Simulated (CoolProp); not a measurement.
Vapour pressure (kPa) of propylene: the reference equation beside estimates from Tc = 91.1 °C, pc = 4555 kPa, ω = 0.146. Clausius-Clapeyron is anchored at 8.65 °C with a constant enthalpy of vaporisation of 15.31 kJ/mol.

Values from CoolProp's reference Helmholtz-energy equation of state, Lemmon 2013.

```
T (°C)  reference  Clausius-Clapeyron  Soave-Redlich-Kwong  Peng-Robinson
------  ---------  ------------------  -------------------  -------------
-6.75           ?               513.9                476.4          473.7
0.95            ?               624.1                604.1          599.4
8.65        749.9               749.9                755.4          748.4
16.25       922.1               890.3                930.6          921.0
23.95           ?                   ?                 1137           1124
31.65        1358                1228                 1374           1359
39.25        1621                   ?                 1642           1624
46.95        1923                1639                 1950           1929
```

Problem. Fill in the missing entries.

Solution. 
- -6.75, reference: 474.9
- 0.95, reference: 600.8
- 23.95, reference: 1125
- 23.95, Clausius-Clapeyron: 1050
- 39.25, Clausius-Clapeyron: 1422

Absolute difference from the reference over all 8 rows, mean and median: Clausius-Clapeyron 7.4 and 7.4 %, Soave-Redlich-Kwong 0.9 and 1.0 %, Peng-Robinson 0.2 and 0.2 %.
